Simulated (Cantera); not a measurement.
Feed: 1 mol Si3N4, 14 mol H2O, 44 mol N2, at 1052 °C and 7800 Pa.

Method: chemical equilibrium by Gibbs-energy minimisation in Cantera with the NASA 1993 tables (ideal gas, pure condensed phases). Candidate condensed phases: H2O, Si, SiO2, Si2N2O, Si3N4; 35 gas species. The tables hold silica as quartz up to 1696 K and as liquid above; real silica turns to tridymite and cristobalite and melts near 1996 K. Gases not in the tables: Si(OH)4. Rates play no part.

Base state: N2 0.767, H2O 0.133, H2 0.1000 (mole fractions); condensed: SiO2(β-quartz).

Question: What changes in the equilibrium state with this change: H2O from 14 to 0.21 mol?

Answer: 
| species | before | after |
|---|---|---|
| N2 | 0.767 | 0.995 |
| H2 | 0.1000 | 0.00474 |
| H2O | 0.133 | <1e-9 |
| SiO2(β-quartz), mol | 3.00 | 0 |
| Si2N2O(s), mol | 0 | 0.210 |
| Si3N4(s), mol | 0 | 0.860 |
Mutual solubility and eutectic melting of coexisting phases are not modelled.

Question: What changes in the equilibrium state with this change: Si3N4 replaced by AlN?

Answer: 
| species | before | after |
|---|---|---|
| N2 | 0.767 | 0.761 |
| H2O | 0.133 | 0.214 |
| H2 | 0.1000 | 0.0256 |
| SiO2(β-quartz), mol | 3.00 | 0 |
| Al2O3(s), mol | 0 | 0.500 |
Gases not in the tables: Al(OH)3. Further candidate phases: Al, AlN, Al2O3.
